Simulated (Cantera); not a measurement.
# Catalytic combustion on Pt

An isothermal plug-flow reactor at 1175 K and 2.47 atm (inlet), inlet velocity 0.12 m/s, active area per volume 1200 1/m; feed 0.777 % CH4, 14.0 % O2, 85.2 % N2.

Computed with Cantera and Deutschmann's 1995 Pt surface mechanism with GRI-Mech 3.0 gas chemistry. Catalytic surfaces can have several steady states; this one follows from the mechanism file's or the stated starting coverage. Mass transfer to the wall is taken as infinitely fast.

```csv
z (m),x CH4,x O2,x H2O,x CO2,x CO,θ free Pt,θ O*,θ OH*
0.00015,0.00562,0.136,0.00424,0.00210,5.51e-6,0.310,0.688,0.00128
0.00028,0.00421,0.133,0.00699,0.00346,4.26e-6,0.311,0.687,0.00164
0.00055,0.00226,0.129,0.0108,0.00531,2.78e-6,0.312,0.686,0.00202
0.0011,0.000596,0.126,0.0141,0.00695,1.37e-6,0.314,0.684,0.00231
0.002,6.48e-5,0.125,0.0153,0.00757,3.04e-7,0.314,0.684,0.00241
0.0039,5.90e-7,0.125,0.0155,0.00769,5.06e-8,0.314,0.684,0.00242
0.0076,6.54e-10,0.125,0.0155,0.00773,1.93e-8,0.314,0.684,0.00243
0.015,1.08e-10,0.125,0.0155,0.00775,3.25e-9,0.314,0.684,0.00243
```
x: gas mole fraction; θ: surface coverage.
